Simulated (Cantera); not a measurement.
NO annealing gas

An isothermal, constant-pressure homogeneous reactor starts with NO : N2 = 1 : 1.9 (molar parts), at 2100 K and 5400 Pa.

Detailed kinetics in Cantera: GRI-Mech 3.0 (53 species, 325 reactions).

| t (s) | x NO | x NO2 | x N2O | x O2 | x N2 |
|---|---|---|---|---|---|
| 0.000200 | 0.345 | 1.96e-8 | 2.91e-6 | 1.35e-8 | 0.655 |
| 0.000485 | 0.345 | 1.01e-7 | 6.80e-6 | 8.09e-8 | 0.655 |
| 0.00118 | 0.345 | 4.56e-7 | 1.52e-5 | 4.99e-7 | 0.655 |
| 0.00285 | 0.345 | 1.70e-6 | 3.02e-5 | 3.28e-6 | 0.655 |
| 0.00691 | 0.345 | 5.19e-6 | 4.80e-5 | 2.35e-5 | 0.655 |
| 0.0168 | 0.344 | 1.18e-5 | 5.44e-5 | 0.000168 | 0.655 |
| 0.0406 | 0.342 | 1.74e-5 | 5.12e-5 | 0.000903 | 0.656 |
| 0.0985 | 0.338 | 2.09e-5 | 4.85e-5 | 0.00321 | 0.659 |
| 0.239 | 0.325 | 2.66e-5 | 4.35e-5 | 0.00934 | 0.665 |
| 0.579 | 0.292 | 3.57e-5 | 3.28e-5 | 0.0259 | 0.681 |
| 1.40 | 0.209 | 4.01e-5 | 1.53e-5 | 0.0669 | 0.722 |
| 3.40 | 0.0812 | 2.18e-5 | 2.16e-6 | 0.131 | 0.786 |
| 8.25 | 0.0171 | 5.12e-6 | 1.82e-7 | 0.162 | 0.818 |
| 20.0 | 0.00922 | 2.80e-6 | 1.21e-7 | 0.166 | 0.822 |
x: mole fraction; the columns are a selection and need not sum to one.

Equilibrium at this temperature and pressure: NO 0.00908, NO2 2.76e-6, N2O 1.20e-7, O2 0.166, N2 0.822 (gas phase only).
